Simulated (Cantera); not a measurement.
A closed system holds: 1 mol SiH₂Cl₂, 4.2 mol N₂, held at 10000 Pa.

Cantera equilibrium calculation (NASA polynomials, part measured and part estimated; ideal gas, pure solids and liquids). Candidate condensed phases: NH₄Cl, Si, Si₃N₄; 28 gas species. N₂ is the only nitrogen source here; it is nearly inert below about 1500 K, so the nitride shown seldom forms there in practice. Kinetics and transport are ignored.

Question: At 925 K, list the 4 most abundant gas species with their mole fractions, and the condensed phases.

Answer: N₂ 0.677, HCl 0.191, H₂ 0.0877, SiCl₄ 0.0438. Condensed: Si₃N₄(s).
